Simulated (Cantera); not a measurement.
What does this Cantera script print?

```python
import numpy as np
import cantera as ct

gas_names = """
    CL CL2 H HCL H2 N NH NH2 NH3 N2 N2H2 N2H4 Si SiCL SiCL2 SiCL3 SiCL4 SiH SiHCL3 SiH2 SiH2CL2 SiH3
    SiH3CL SiH4 SiN Si2 Si2N Si3
""".split()
cond_names = """
    NH4CL(a) NH4CL(b) Si(cr) Si(L) Si3N4(a)
""".split()


def load(file, names, dense=False):
    # The tables refer to 1 bar. Condensed volumes are neglected.
    table = {s.name: s for s in ct.Species.list_from_file(file)}
    out = []
    for n in names:
        d = dict(table[n].input_data)
        d["thermo"] = dict(d["thermo"], **{"reference-pressure": 1e5})
        if dense:
            d["equation-of-state"] = {"model": "constant-volume", "density": "1e6 g/cm^3"}
        out.append(ct.Species.from_dict(d))
    return out


gas = ct.Solution(thermo="ideal-gas", species=load("nasa_gas.yaml", gas_names))
cond = {s.name: ct.Solution(thermo="fixed-stoichiometry", species=[s], name=s.name)
        for s in load("nasa_condensed.yaml", cond_names, dense=True)}
atoms = {
    'SiHCl3': {'Si': 1, 'H': 1, 'CL': 3},
    'NH3': {'N': 1, 'H': 3},
    'N2': {'N': 2},
}
top_T = {'Si3N4(a)': 2400}  # K; cautious upper limits of use, not melting points


def equilibrate(T, P, feed):
    n = {}
    for name, mol in feed.items():
        for a, k in atoms[name].items():
            n[a] = n.get(a, 0.0) + k * mol
    gas.TPX = T, P, n
    mass = sum(n.values()) * gas.mean_molecular_weight
    gas.equilibrate("TP")
    valid = [c for c in cond.values() if c.min_temp <= T <= top_T.get(c.name, c.max_temp)]
    mix = ct.Mixture([(gas, mass / gas.mean_molecular_weight)] + [(c, 0.0) for c in valid])
    mix.T, mix.P = T, P
    mix.equilibrate("TP", solver="vcs", rtol=1e-11, max_steps=5000)
    return mix


results = []
feed = {'SiHCl3': 1, 'NH3': 0.41, 'N2': 13}  # mol
P = 14  # Pa
for T in [1073, 1173, 1273, 1373, 1473, 1573, 1673, 1773, 1873, 1973, 2073]:
    mix = equilibrate(T, P, feed)
    results.append((T, P, feed, dict(zip(mix.species_names, mix.species_moles))))

top = {s: max(r[3][s] / sum(r[3][g] for g in gas_names) for r in results) for s in gas_names}
cols = sorted((s for s in top if top[s] > 1e-05), key=lambda s: -top[s])[:9]
seen = [c for c in cond_names if any(r[3].get(c, 0) > 1e-12 for r in results)]
print("log10 of partial pressures in bar; condensed amounts in mol")
print(f"{'T/K':>10s}" + "".join(f"{s[:9]:>10s}" for s in cols + seen))
for T, P, feed, n in results:
    ng = sum(n[g] for g in gas_names)
    print(f"{T:10.4g}" + "".join(f"{np.log10(max(n[s] / ng * P / 1e5, 1e-99)):10.3f}" for s in cols)
          + "".join(f"{n.get(c, 0):10.4g}" for c in seen))
```

Output:

```
log10 of partial pressures in bar; condensed amounts in mol
       T/K        N2       HCL        CL     SiCL2        H2        Si         H     SiCL4     SiCL3  Si3N4(a)
      1073    -3.927    -4.766    -9.789    -7.185    -5.748   -17.851   -10.727    -5.590    -6.989    0.2349
      1173    -3.928    -4.767    -8.876    -6.082    -5.756   -14.965    -9.806    -5.713    -6.394    0.2188
      1273    -3.931    -4.814    -8.224    -5.393    -5.614   -12.535    -8.954    -6.292    -6.250    0.1448
      1373    -3.932    -4.951    -7.829    -5.135    -5.362   -10.465    -8.159    -7.439    -6.619   0.04866
      1473    -3.932    -5.060    -7.419    -5.058    -5.260    -8.958    -7.528    -8.437    -7.015         0
      1573    -3.933    -5.060    -6.919    -5.057    -5.263    -7.989    -7.022    -9.091    -7.284         0
      1673    -3.934    -5.062    -6.479    -5.062    -5.269    -7.142    -6.578    -9.668    -7.525         0
      1773    -3.936    -5.057    -6.070    -5.084    -5.295    -6.443    -6.193   -10.161    -7.737         0
      1873    -3.942    -5.038    -5.670    -5.145    -5.358    -5.930    -5.869   -10.573    -7.934         0
      1973    -3.954    -5.032    -5.299    -5.280    -5.458    -5.568    -5.599   -11.001    -8.180         0
      2073    -3.972    -5.079    -5.005    -5.561    -5.571    -5.319    -5.366   -11.626    -8.601         0
```

These are equilibrium values from Cantera (NASA tables, ideal gas, pure condensed phases), not measurements of a reactor. The tables' values for SiCl3, SiCl, SiN are old estimates; treat these amounts as uncertain.
